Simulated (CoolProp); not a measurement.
Properties of sulfur dioxide at several states (Tc = 430.6 K, pc = 7.887 MPa, ω = 0.256).

Model: reference Helmholtz-energy equation of state, Gao 2016, in CoolProp.

```tsv
T (K)	p (MPa)	phase	Z	Joule-Thomson coefficient (K/MPa)
512.6	0.0467	gas	0.9989	7.981
361.1	1.08	gas	___	___
504.7	0.0332	gas	0.9992	___
243.3	27.5	liquid	___	-0.3085
349	10	liquid	___	___
```

### Question
What belongs in the gaps?

### Answer

- 361.1, Z: 0.9042
- 361.1, Joule-Thomson coefficient (K/MPa): 20.64
- 504.7, Joule-Thomson coefficient (K/MPa): 8.286
- 243.3, Z: 0.5634
- 349, Z: 0.1779
- 349, Joule-Thomson coefficient (K/MPa): -0.05816
